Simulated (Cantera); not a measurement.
An isothermal, constant-pressure homogeneous reactor starts with N₂O : H₂ : N₂ = 1 : 0.024 : 0.72 (molar parts), at 1275 K and 10.00 Torr.

Cantera simulation using GRI-Mech 3.0 (53 species, 325 reactions); the numbers are that mechanism's predictions, not measurements. GRI-Mech 3.0 was tuned for natural gas; its chemistry of N2O as a main component is partial and can be far from experiment. Radical loss at walls, strong at low pressure, is not modelled. The mechanism lacks the step 2 NO + O2 → 2 NO2, which can matter for NO2 below about 1400 K. The temperature is held fixed by assumption; the heat of reaction is taken as removed at once.

x: mole fraction; the columns are a selection and need not sum to one.

| t (s) | x N₂O | x H₂ | x HO₂ | x H | x NO |
|---|---|---|---|---|---|
| 7.00e-6 | 0.573 | 0.0138 | <1e-12 | 2.97e-10 | 1.00e-10 |
| 2.47e-5 | 0.573 | 0.0138 | 1.16e-12 | 3.39e-9 | 1.23e-9 |
| 8.69e-5 | 0.573 | 0.0138 | 5.35e-11 | 3.31e-8 | 1.47e-8 |
| 0.000306 | 0.573 | 0.0138 | (withheld) | 2.50e-7 | 1.59e-7 |
| 0.00108 | 0.573 | 0.0137 | (withheld) | 1.41e-6 | 1.36e-6 |
| 0.00380 | 0.573 | 0.0136 | (withheld) | 5.13e-6 | 9.64e-6 |
| 0.0134 | 0.572 | 0.0122 | (withheld) | 1.12e-5 | 6.03e-5 |
| 0.0471 | 0.565 | 0.00636 | (withheld) | 7.94e-6 | 0.000220 |
| 0.166 | 0.557 | 0.000983 | (withheld) | 7.53e-7 | 0.000517 |
| 0.585 | 0.546 | 2.25e-5 | (withheld) | 2.08e-8 | 0.00140 |
| 2.06 | 0.513 | 7.40e-8 | (withheld) | 1.01e-8 | 0.00450 |
| 7.25 | 0.414 | 6.84e-8 | (withheld) | 1.17e-8 | 0.0138 |
| 25.5 | 0.206 | 8.53e-8 | (withheld) | 1.62e-8 | 0.0334 |
| 90.0 | 0.0233 | 1.14e-7 | (withheld) | 2.19e-8 | 0.0502 |

Complete the blanks.


- 0.000306, x HO₂: 2.30e-9
- 0.00108, x HO₂: 6.83e-8
- 0.00380, x HO₂: 1.03e-6
- 0.0134, x HO₂: 4.54e-6
- 0.0471, x HO₂: 5.68e-6
- 0.166, x HO₂: 4.33e-6
- 0.585, x HO₂: 1.94e-6
- 2.06, x HO₂: 8.86e-7
- 7.25, x HO₂: 2.85e-7
- 25.5, x HO₂: 6.02e-8
- 90.0, x HO₂: 5.88e-9
